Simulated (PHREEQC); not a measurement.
Consider water at 25 °C with 190 mmol/kgw HF, 25 mmol/kgw NH4HF2 and 0.74 mmol/kgw H3PO4. Closed to the air; pH follows from the charge balance.

Equilibrium calculation in PHREEQC: ion-association model, wateq4f.dat.

Each row changes one thing in this solution. This is a speciation only: nothing precipitates in the calculation.

| case | pH | ionic strength (mol/kgw) | HF (mol/kgw) | H2F2 (mol/kgw) | F- (mol/kgw) | HF2- (mol/kgw) |
|---|---|---|---|---|---|---|
| as made | 2.32 | 0.0305 | 0.122 | 0.0391 | 0.0204 | 0.00962 |
| temperature from 25 to 5 °C | 2.31 | 0.0305 | 0.0995 | 0.0517 | 0.0229 | 0.00715 |
| HF from 0.19 to 0.171 mol/kgw | 2.35 | 0.0301 | 0.114 | 0.0341 | 0.0205 | 0.00905 |
| temperature from 25 to 40 °C | 2.34 | 0.0302 | ? | 0.0295 | 0.0187 | 0.0111 |
| H3PO4 left out | 2.33 | 0.0304 | 0.122 | ? | 0.0207 | 0.00973 |
| NH4HF2 from 0.025 to 0.125 mol/kgw | 2.76 | 0.127 | 0.148 | 0.0591 | 0.0797 | 0.0468 |
| NH4HF2 replaced by KF at the same molality | 2.37 | 0.0299 | 0.112 | ? | 0.0206 | 0.00886 |
| temperature from 25 to 35 °C | 2.33 | 0.0303 | 0.134 | 0.0327 | 0.0192 | 0.0106 |

Task: Fill in the missing entries.

Result: 
- temperature from 25 to 40 °C, HF (mol/kgw): 0.140
- H3PO4 left out, H2F2 (mol/kgw): 0.0390
- NH4HF2 replaced by KF at the same molality, H2F2 (mol/kgw): 0.0326

wateq4f.dat counts part of the HF as a dimer, H2F2, which phreeqc.dat doesn't know; its constant is uncertain. H3PO4, which wateq4f.dat lacks, is added to it with the constant of phreeqc.dat. Away from 25 °C the constants follow the database's enthalpies or fits; those with neither stay at their 25 °C values.
